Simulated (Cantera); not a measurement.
Charge: 1 mol Cr₂O₃, a varied amount of H₂, at 1.00 bar.

Method: chemical equilibrium by Gibbs-energy minimisation in Cantera with the NASA 1993 tables (ideal gas, pure condensed phases). Candidate condensed phases: Cr, Cr₂O₃, H₂O; 13 gas species. Mutual solubility and eutectic melting of coexisting phases are not modelled. Rates play no part.

**Question.** What condenses at these points (T in °C, n(H₂) in mol): (1052, 49); (1052, 28); (652, 120); (1452, 270); (1052, 21)?

**Answer.** 
```json
[
 {"T (°C)": "1052", "n(H₂) in mol": "49", "condensed phases": "Cr + Cr₂O₃", "Cr condensed (%)": "100.0"},
 {"T (°C)": "1052", "n(H₂) in mol": "28", "condensed phases": "Cr + Cr₂O₃", "Cr condensed (%)": "100.0"},
 {"T (°C)": "652", "n(H₂) in mol": "120", "condensed phases": "Cr₂O₃", "Cr condensed (%)": "100.0"},
 {"T (°C)": "1452", "n(H₂) in mol": "270", "condensed phases": "Cr + Cr₂O₃", "Cr condensed (%)": "99.6"},
 {"T (°C)": "1052", "n(H₂) in mol": "21", "condensed phases": "Cr + Cr₂O₃", "Cr condensed (%)": "100.0"}
]
```
